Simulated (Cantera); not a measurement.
An isothermal, constant-pressure homogeneous reactor starts with 2.56 % C₂H₆, 97.4 % N₂, at 1073 K and 0.0132 atm.

Model: GRI-Mech 3.0 (53 species, 325 reactions), integrated in Cantera. GRI-Mech 3.0 stops at C3 and has no aromatics, soot or wall deposition, so with more carbon than oxygen in the feed, carbon stays in small species such as C2H2 where larger ones or solid carbon would form. Radical loss at walls, strong at low pressure, is not modelled.

x: mole fraction; the columns are a selection and need not sum to one.

```
t (s)      x C₂H₆      x H₂    x C₂H₂     x HCN       x H
--------  -------  --------  --------  --------  --------
2.00e-5    0.0256    <1e-12    <1e-12    <1e-12    <1e-12
0.000102   0.0256    <1e-12    <1e-12    <1e-12  1.16e-12
0.000518   0.0256  4.14e-11    <1e-12    <1e-12  3.56e-11
0.00264    0.0256   7.77e-9    <1e-12    <1e-12   1.23e-9
0.0134     0.0256   1.03e-6  2.96e-12    <1e-12   3.04e-8
0.0683     0.0255   7.88e-5       ___    <1e-12   3.51e-7
0.347      0.0242   0.00133       ___  1.22e-11   7.36e-7
1.77       0.0166   0.00816       ___  2.74e-11   9.31e-7
9.00      0.00154    0.0239       ___  3.91e-11   1.01e-6
```

Q: What belongs in the gaps?

A: 
- 0.0683, x C₂H₂: 1.46e-8
- 0.347, x C₂H₂: 4.80e-6
- 1.77, x C₂H₂: 0.000197
- 9.00, x C₂H₂: 0.00308
